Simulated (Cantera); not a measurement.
An isothermal, constant-pressure homogeneous reactor starts with C2H6 : N2 = 1 : 4.3 (molar parts), at 1848 K and 4.13 Torr.

Cantera simulation using GRI-Mech 3.0 (53 species, 325 reactions); the numbers are that mechanism's predictions, not measurements. GRI-Mech 3.0 stops at C3 and has no aromatics, soot or wall deposition, so with more carbon than oxygen in the feed, carbon stays in small species such as C2H2 where larger ones or solid carbon would form. Radical loss at walls, strong at low pressure, is not modelled.

### Question
Predict: x(CH3) at 20.0 s; x(CH2) at 20.0 s; x(H) at 20.0 s; x(H2) at 20.0 s; x(C2H2) at 20.0 s; x(CH4) at 20.0 s.

### Answer
```json
{
 "x(CH3) at 20.0 s": "2.41e-6 (gas-phase equilibrium 2.40e-6)",
 "x(CH2) at 20.0 s": "3.89e-8 (gas-phase equilibrium 3.87e-8)",
 "x(H) at 20.0 s": "0.00375 (gas-phase equilibrium 0.00375)",
 "x(H2) at 20.0 s": "0.272 (gas-phase equilibrium 0.272)",
 "x(C2H2) at 20.0 s": "0.137 (gas-phase equilibrium 0.0742)",
 "x(CH4) at 20.0 s": "8.71e-6 (gas-phase equilibrium 8.65e-6)"
}
```
